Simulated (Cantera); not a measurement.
Ignition delay

Mixture: H₂ : O₂ : N₂ = 1 : 1.19 : 3.81 (molar parts), equivalence ratio 0.42, at 3.00 bar, adiabatic and at constant volume. Ignition delay is the time to a rise of 400 K.

Detailed kinetics in Cantera: the H2/O2 subset of GRI-Mech 3.0, which has no nitrogen chemistry. The hydrogen kinetics of GRI-Mech 3.0 are dated; newer H2 mechanisms differ, most at raised pressure. Where the delays flatten at high temperature, the 400 K rule measures the pace of heat release, not the induction time.

| T0 (K) | delay (ms) |
|---|---|
| 1275 | 0.0111 |
| 1325 | 0.00870 |
| 1375 | 0.00710 |
| 1425 | 0.00597 |
| 1475 | 0.00516 |
| 1525 | 0.00456 |
| 1575 | 0.00411 |
| 1625 | 0.00379 |
| 1675 | 0.00355 |
| 1725 | 0.00339 |
